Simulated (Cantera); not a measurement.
Feed: 1 mol CH₃SiH₃, 0.53 mol C₃H₈, 240 mol H₂, at 0.100 bar.

Cantera equilibrium calculation (NASA polynomials, part measured and part estimated; ideal gas, pure solids and liquids). Candidate condensed phases: C, C₆H₆, C₇H₈, C₈H₁₈, Si, SiC; 87 gas species. The feed counts by its element totals alone. Gases not in the tables: Si₂H₆ and higher silanes. Equilibrium is a limit: real reactors are often held back by kinetics, nucleation or transport.

x: gas mole fraction; n: condensed amount in mol.

| T (°C) | x H₂ | x H | x C₂H₂ (acetylene) | x Si | n C(graphite) | n SiC(s) |
|---|---|---|---|---|---|---|
| 1550 | 0.998 | 0.00137 | 0.000211 | ___ | 1.47 | 0.999 |
| 1575 | 0.998 | 0.00167 | 0.000257 | ___ | 1.45 | 0.999 |
| 1600 | 0.998 | 0.00204 | 0.000311 | ___ | 1.42 | 0.999 |
| 1625 | 0.997 | 0.00247 | 0.000375 | ___ | 1.39 | 0.998 |
| 1650 | 0.997 | 0.00297 | 0.000450 | ___ | 1.36 | 0.997 |
| 1675 | 0.996 | 0.00357 | 0.000537 | ___ | 1.32 | 0.996 |
| 1700 | 0.995 | 0.00426 | 0.000637 | ___ | 1.27 | 0.994 |
| 1725 | 0.994 | 0.00506 | 0.000754 | ___ | 1.22 | 0.991 |
| 1750 | 0.993 | 0.00598 | 0.000887 | ___ | 1.15 | 0.987 |
| 1775 | 0.992 | 0.00705 | 0.00104 | ___ | 1.08 | 0.982 |
| 1800 | 0.990 | 0.00828 | 0.00121 | ___ | 1.00 | 0.974 |
| 1825 | 0.989 | 0.00968 | 0.00141 | ___ | 0.916 | 0.964 |

Problem. Some entries are withheld; supply them.

Solution. 
- 1550, x Si: 1.18e-6
- 1575, x Si: 1.87e-6
- 1600, x Si: 2.93e-6
- 1625, x Si: 4.53e-6
- 1650, x Si: 6.92e-6
- 1675, x Si: 1.05e-5
- 1700, x Si: 1.56e-5
- 1725, x Si: 2.31e-5
- 1750, x Si: 3.39e-5
- 1775, x Si: 4.93e-5
- 1800, x Si: 7.09e-5
- 1825, x Si: 0.000101
